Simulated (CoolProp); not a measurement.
Hexamethyldisiloxane (MM) along the isotherm 620 K: density (kg/m³) from the reference equation and from simpler models built on Tc = 518.7 K, pc = 19.31 bar, ω = 0.418; each cubic takes its own stable root.

The numbers come from the reference Helmholtz-energy equation of state, Thol 2016 in CoolProp.

| p (bar) | phase | reference |
|---|---|---|
| 0.0916 | gas | 0.2888 |
| 0.143 | gas | 0.4511 |
| 0.222 | gas | 0.7008 |
| 0.346 | gas | 1.094 |
| 0.538 | gas | 1.703 |
| 0.838 | gas | 2.661 |
| 1.31 | gas | 4.179 |
| 2.03 | gas | 6.523 |
| 3.16 | gas | 10.27 |
| 4.93 | gas | 16.31 |
| 7.67 | gas | 26.13 |
| 11.9 | gas | 42.46 |
| 18.6 | gas | 71.61 |
| 29 | supercritical | 125.9 |

Task: How far does each simpler model (van der Waals, Redlich-Kwong, Soave-Redlich-Kwong) lie from the reference over these 14 states: mean and median of the absolute difference, and the worst?

Result: 
- van der Waals: mean 1.6 %, median 0.1 %, worst +15.7 % at 620 K and 29 bar
- Redlich-Kwong: mean 1.2 %, median 0.1 %, worst +9.2 % at 620 K and 29 bar
- Soave-Redlich-Kwong: mean 0.6 %, median 0.2 %, worst -3.1 % at 620 K and 29 bar
